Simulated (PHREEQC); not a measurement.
Na2CO3 is added in steps, without added water, to 1 kg of water holding 0.056 mol CdCl2, 0.0088 mol Na2SO4 and 4.6e-05 mol MnSO4, at 25 °C. The system is closed to oxygen. No CO2 enters from the air. Only these solids could form: Rhodochrosite, Pyrochroite, Cd(OH)2, Otavite, CdOHCl, Halite, Mirabilite, Nahcolite, Natron.

Base run: PHREEQC, ion-association model, wateq4f.dat. Each further column changes one thing. The table gives C in solution (mol/kgw).

| Na2CO3 added (mol) | base | Davies equation for every ion | all activity coefficients set to 1 | Debye-Hückel limiting law | metal-ligand complexes left out |
|---|---|---|---|---|---|
| 0 | 0 | 0 | 0 | 0 | 0 |
| 0.0059 | 8.34e-6 | 8.41e-6 | 8.83e-6 | 8.52e-6 | 2.16e-6 |
| 0.01328 | 8.38e-6 | 8.46e-6 | 8.89e-6 | 8.56e-6 | 2.05e-6 |
| 0.01918 | 8.41e-6 | 8.50e-6 | 8.92e-6 | 8.59e-6 | 1.96e-6 |
| 0.02655 | 8.44e-6 | 8.54e-6 | 8.94e-6 | 8.63e-6 | 1.86e-6 |
| 0.03245 | 8.46e-6 | 8.57e-6 | 8.95e-6 | 8.67e-6 | 1.78e-6 |
| 0.03982 | 8.49e-6 | 8.61e-6 | 8.94e-6 | 8.73e-6 | 1.69e-6 |
| 0.04573 | 8.52e-6 | 8.66e-6 | 8.93e-6 | 8.80e-6 | 1.63e-6 |
| 0.0531 | 8.70e-6 | 8.85e-6 | 9.02e-6 | 9.06e-6 | 1.64e-6 |
| 0.059 | 0.00295 | 0.00295 | 0.00295 | 0.00296 | 0.00295 |
